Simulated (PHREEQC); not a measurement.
## Acid rinse or clean: speciation

Consider water at 20 °C with 64 mmol/kgw H2SO4, 0.32 mmol/kgw CaCl2 and 0.4 mmol/kgw MnSO4. Closed to the air; pH follows from the charge balance.

Equilibrium calculation in PHREEQC: ion-association model, phreeqc.dat.

Each row changes one thing in this solution. No solid was allowed to form.

| case | pH | ionic strength (mol/kgw) | HSO4- (mol/kgw) | SO4-2 (mol/kgw) | Ca+2 (mol/kgw) | CaSO4 (mol/kgw) | SI of Gypsum (CaSO4:2H2O) |
|---|---|---|---|---|---|---|---|
| as made | 1.18 | 0.0990 | 0.0473 | 0.0169 | 0.000195 | 8.17e-5 | -1.73 |
| 0.0017 mol/kgw LiOH added | 1.18 | 0.0995 | 0.0470 | 0.0171 | 0.000194 | 8.24e-5 | -1.73 |
| diluted 10-fold with water | 2.03 | 0.0147 | (withheld) | 0.00407 | 2.48e-5 | 6.74e-6 | -2.82 |
| CaCl2 from 0.00032 to 6.4e-05 mol/kgw | 1.18 | 0.0985 | 0.0474 | 0.0169 | (withheld) | 1.64e-5 | -2.43 |
| 0.031 mol/kgw Na2SO4 added | 1.27 | 0.158 | 0.0614 | 0.0309 | 0.000176 | 9.95e-5 | -1.64 |
| diluted 2-fold with water | 1.43 | 0.0557 | 0.0205 | 0.0115 | 0.000105 | 4.27e-5 | -2.02 |
| MnSO4 left out | 1.18 | 0.0982 | 0.0471 | 0.0167 | 0.000195 | 8.16e-5 | -1.73 |
| H2SO4 replaced by Fe2(SO4)3 at the same molality | 2.53 | 0.208 | 0.00472 | 0.0469 | 0.000185 | 0.000132 | -1.51 |

Task: What belongs in the gaps?

Result: 
- diluted 10-fold with water, HSO4- (mol/kgw): 0.00235
- CaCl2 from 0.00032 to 6.4e-05 mol/kgw, Ca+2 (mol/kgw): 3.89e-5

Complexes and solids missing from the database can't appear. Some of these states are supersaturated (in Hematite (slow to form), Goethite (slow to form), for instance).
